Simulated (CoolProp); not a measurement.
A closed Brayton cycle with carbon dioxide: compressor inlet 324.15 K and 8.6 MPa, high pressure 23.1 MPa, turbine inlet 835 K, compressor efficiency 0.89, turbine efficiency 0.9, recuperator effectiveness 0.8 (on enthalpy, no pinch check). Each further row changes one setting.

Values from CoolProp's reference Helmholtz-energy equation of state, Span 1996.

```csv
case,thermal efficiency (%),net work (kJ/kg),compressor to turbine work,compressor exit (K),turbine exit (K)
as stated,29.9,85.0,0.35,402.5,716.0
turbine inlet 785 K,28.7,76.1,0.38,402.5,670.2
compressor inlet 334.15 K,29.0,78.4,0.40,419.7,716.0
high pressure 19.6 MPa,27.9,73.8,0.33,389.3,735.2
recuperator effectiveness 0.5,21.6,85.0,0.35,402.5,716.0
```
